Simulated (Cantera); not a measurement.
**Stirred combustor or abatement burner**

A perfectly stirred reactor is fed with CH₄ : O₂ : N₂ = 1 : 1.54 : 5.78 (molar parts), at 0.240 bar; it is adiabatic with a 300 K inlet, and is followed from long to short residence time, starting on the burning branch (τ in s: 0.073, 0.04, 0.022, 0.012, 0.0065, 0.0035, 0.0019, 0.001, 0.00057, 0.00031, 0.00017, 9.1e-05, 5e-05).

Computed with Cantera and GRI-Mech 3.0 (53 species, 325 reactions).

```json
[
 {"τ (s)": "0.073", "T (K)": "2005", "x CH₄": "2.17e-5", "x O₂": "0.000517", "x H₂O": "0.179", "x N₂O": "9.17e-9", "x NO₂": "1.82e-9", "x H₂O₂": "1.20e-8", "x H": "0.00563"},
 {"τ (s)": "0.040", "T (K)": "1993", "x CH₄": "3.14e-5", "x O₂": "0.000732", "x H₂O": "0.178", "x N₂O": "1.05e-8", "x NO₂": "1.80e-9", "x H₂O₂": "1.54e-8", "x H": "0.00670"},
 {"τ (s)": "0.022", "T (K)": "1979", "x CH₄": "4.72e-5", "x O₂": "0.00102", "x H₂O": "0.177", "x N₂O": "1.18e-8", "x NO₂": "1.74e-9", "x H₂O₂": "1.92e-8", "x H": "0.00781"},
 {"τ (s)": "0.012", "T (K)": "1964", "x CH₄": "7.43e-5", "x O₂": "0.00140", "x H₂O": "0.176", "x N₂O": "1.33e-8", "x NO₂": "1.65e-9", "x H₂O₂": "2.35e-8", "x H": "0.00891"},
 {"τ (s)": "0.0065", "T (K)": "1948", "x CH₄": "0.000123", "x O₂": "0.00193", "x H₂O": "0.175", "x N₂O": "1.51e-8", "x NO₂": "1.53e-9", "x H₂O₂": "2.82e-8", "x H": "0.00990"},
 {"τ (s)": "0.0035", "T (K)": "1932", "x CH₄": "0.000213", "x O₂": "0.00272", "x H₂O": "0.174", "x N₂O": "1.72e-8", "x NO₂": "1.39e-9", "x H₂O₂": "3.34e-8", "x H": "0.0107"},
 {"τ (s)": "0.0019", "T (K)": "1912", "x CH₄": "0.000385", "x O₂": "0.00401", "x H₂O": "0.173", "x N₂O": "1.91e-8", "x NO₂": "1.24e-9", "x H₂O₂": "4.01e-8", "x H": "0.0110"},
 {"τ (s)": "0.0010", "T (K)": "1881", "x CH₄": "0.000772", "x O₂": "0.00656", "x H₂O": "0.171", "x N₂O": "1.91e-8", "x NO₂": "1.08e-9", "x H₂O₂": "5.30e-8", "x H": "0.0108"},
 {"τ (s)": "0.00057", "T (K)": "1828", "x CH₄": "0.00167", "x O₂": "0.0117", "x H₂O": "0.169", "x N₂O": "1.51e-8", "x NO₂": "9.91e-10", "x H₂O₂": "8.55e-8", "x H": "0.00955"},
 {"τ (s)": "0.00031", "T (K)": "300", "x CH₄": "0.120", "x O₂": "0.185", "x H₂O": "<1e-12", "x N₂O": "<1e-12", "x NO₂": "<1e-12", "x H₂O₂": "<1e-12", "x H": "<1e-12"},
 {"τ (s)": "0.00017", "T (K)": "300", "x CH₄": "0.120", "x O₂": "0.185", "x H₂O": "<1e-12", "x N₂O": "<1e-12", "x NO₂": "<1e-12", "x H₂O₂": "<1e-12", "x H": "<1e-12"},
 {"τ (s)": "9.1e-5", "T (K)": "300", "x CH₄": "0.120", "x O₂": "0.185", "x H₂O": "<1e-12", "x N₂O": "<1e-12", "x NO₂": "<1e-12", "x H₂O₂": "<1e-12", "x H": "<1e-12"},
 {"τ (s)": "5.0e-5", "T (K)": "300", "x CH₄": "0.120", "x O₂": "0.185", "x H₂O": "<1e-12", "x N₂O": "<1e-12", "x NO₂": "<1e-12", "x H₂O₂": "<1e-12", "x H": "<1e-12"}
]
```
x: mole fraction; the columns are a selection and need not sum to one.
